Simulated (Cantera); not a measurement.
Equilibrium for hydrogen reduction and annealing atmospheres: PbS + H₂

Input: 1 mol PbS, 0.5 mol H₂, equilibrated at 1250 K and 0.0640 bar.

Equilibrium computed with Cantera from the NASA thermochemical tables; the gas is ideal and each condensed phase is pure. Candidate condensed phases: Pb, PbS, S; 10 gas species. Mutual solubility and eutectic melting of coexisting phases are not modelled. Gases not in the tables: S₃ to S₇. Equilibrium is a limit: real reactors are often held back by kinetics, nucleation or transport.

```
Quantity                              Value
-------------------------------  ----------
x(H₂)                                 0.662
x(PbS)                                0.251
x(H₂S)                               0.0649
x(Pb)                                0.0209
x(S₂)                              0.000624
x(SH)                               1.00e-4
x(H)                                1.55e-6
x(Pb₂)                              1.27e-6
n(Pb(l))                         0.0312 mol
n(PbS(s))                         0.782 mol
gas amount                       0.6876 mol
log10 activity of S(l) (absent)       -3.08
```
